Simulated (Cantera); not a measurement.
A freely propagating, adiabatic, planar premixed flame of 20.3 % H2, 13.8 % O2, 65.9 % N2, equivalence ratio 0.74, unburnt at 623 K and 101000 Pa; mixture-averaged transport, grid criteria slope 0.08 and curve 0.16, no radiation.

Detailed kinetics in Cantera: the H2/O2 subset of GRI-Mech 3.0, which has no nitrogen chemistry. Burning velocities carry a grid error of a few per cent, more on coarse grids.

Q: Predict: laminar burning velocity; thermal thickness; peak x(H2O2); peak x(H); peak x(OH); peak x(O).

A: 
- laminar burning velocity: 466 cm/s
- thermal thickness: 0.478 mm
- peak x(H2O2): 1.42e-5
- peak x(H): 0.0265
- peak x(OH): 0.0110
- peak x(O): 0.0102
